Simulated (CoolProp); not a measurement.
A single-stage vapour-compression cycle with sulfur dioxide: evaporating at 255.15 K (dew point), condensing at 320.15 K (bubble point), superheat 8 K, subcooling 8 K, compressor efficiency 0.6, no pressure losses. Each further row changes one setting.

Values from CoolProp's reference Helmholtz-energy equation of state, Gao 2016.

```
case                              cooling COP  pressure ratio  discharge temperature (K)  refrigerating effect (kJ/kg)  volumetric capacity (kJ/m³)
--------------------------------  -----------  --------------  -------------------------  ----------------------------  ---------------------------
as stated                                1.87            11.0                      522.4                           323                          674
evaporating temperature 260.15 K         2.11             ___                        ___                           325                          ___
condensing temperature 315.15 K           ___             ___                        ___                           330                          689
subcooling 13 K                           ___            11.0                      522.4                           330                          689
```

**Question.** What belongs in the gaps?

**Answer.** 
- evaporating temperature 260.15 K, pressure ratio: 8.74
- evaporating temperature 260.15 K, discharge temperature (K): 501.1
- evaporating temperature 260.15 K, volumetric capacity (kJ/m³): 846
- condensing temperature 315.15 K, cooling COP: 2.06
- condensing temperature 315.15 K, pressure ratio: 9.56
- condensing temperature 315.15 K, discharge temperature (K): 504.5
- subcooling 13 K, cooling COP: 1.91
